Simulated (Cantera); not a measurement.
Cantera run, input and output.

```python
import numpy as np
import cantera as ct

gas = ct.Solution("gri30.yaml")
gas.TPX = 1000, 640000, {'H2': 1, 'O2': 0.357, 'N2': 1.34}
reactor = ct.IdealGasConstPressureReactor(gas, energy="on", clone=False)
net = ct.ReactorNet([reactor])
net.rtol, net.atol = 1e-08, 1e-16
show = ['H2', 'O2', 'O', 'H2O', 'H2O2', 'NO']
times = np.geomspace(6e-06, 2, 12)

steps = ct.SolutionArray(gas, extra=["t"])
rows = []
print(f"{'t/s':>10s}{'T/K':>9s}{'P/Pa':>11s}" + "".join(f"{s:>11s}" for s in show))
for t in times:
    while net.time < t:
        t_next = net.step()
        steps.append(gas.state, t=t_next)
    rows.append([np.interp(t, steps.t, y) for y in (steps.T, steps.P, *steps(*show).X.T)])
    print(f"{t:10.3e}{rows[-1][0]:9.1f}{rows[-1][1]:11.4g}" + "".join(f"{x:11.3e}" for x in rows[-1][2:]))
rate = np.gradient(steps.T, steps.t)
print("integrator steps:", len(steps.t))
if steps.T.max() > steps.T[0] + 200:
    print(f"time of steepest temperature rise: {steps.t[rate.argmax()]:.4e} s")
gas.TPX = 1000, 640000, {'H2': 1, 'O2': 0.357, 'N2': 1.34}
gas.equilibrate("HP")
print(f"equilibrium (HP): T = {gas.T:.1f} K  " + "  ".join(f"{s} {gas[s].X[0]:.3e}" for s in show))
```

It prints:

```
       t/s      T/K       P/Pa         H2         O2          O        H2O       H2O2         NO
 6.000e-06   1000.0    6.4e+05  3.708e-01  1.324e-01  5.565e-12  3.638e-10  1.611e-11  3.418e-23
 1.906e-05   1000.0    6.4e+05  3.708e-01  1.324e-01  5.869e-12  1.255e-09  1.700e-10  1.329e-22
 6.058e-05   1000.0    6.4e+05  3.708e-01  1.324e-01  6.884e-12  4.453e-09  1.741e-09  5.168e-22
 1.925e-04   1000.0    6.4e+05  3.708e-01  1.324e-01  1.065e-11  1.954e-08  1.772e-08  2.710e-21
 6.116e-04   1000.0    6.4e+05  3.708e-01  1.324e-01  3.031e-11  1.632e-07  1.935e-07  3.642e-20
 1.943e-03   1000.1    6.4e+05  3.708e-01  1.324e-01  3.195e-10  4.771e-06  4.088e-06  5.144e-18
 6.175e-03   1006.9    6.4e+05  3.700e-01  1.318e-01  1.208e-08  7.546e-04  2.493e-04  4.309e-15
 1.962e-02   2773.8    6.4e+05  1.216e-01  3.553e-04  3.667e-04  2.929e-01  1.675e-07  1.241e-03
 6.234e-02   2773.8    6.4e+05  1.216e-01  3.553e-04  3.667e-04  2.929e-01  1.675e-07  1.241e-03
 1.981e-01   2773.8    6.4e+05  1.216e-01  3.553e-04  3.667e-04  2.929e-01  1.675e-07  1.241e-03
 6.294e-01   2773.8    6.4e+05  1.216e-01  3.553e-04  3.667e-04  2.929e-01  1.675e-07  1.241e-03
 2.000e+00   2773.8    6.4e+05  1.216e-01  3.553e-04  3.667e-04  2.929e-01  1.675e-07  1.241e-03
integrator steps: 1649
time of steepest temperature rise: 8.9857e-03 s
equilibrium (HP): T = 2773.8 K  H2 1.216e-01  O2 3.553e-04  O 3.667e-04  H2O 2.929e-01  H2O2 1.675e-07  NO 1.241e-03
```

Cantera simulation using GRI-Mech 3.0 (53 species, 325 reactions); the numbers are that mechanism's predictions, not measurements. The hydrogen kinetics of GRI-Mech 3.0 are dated; newer H2 mechanisms differ, most at raised pressure.
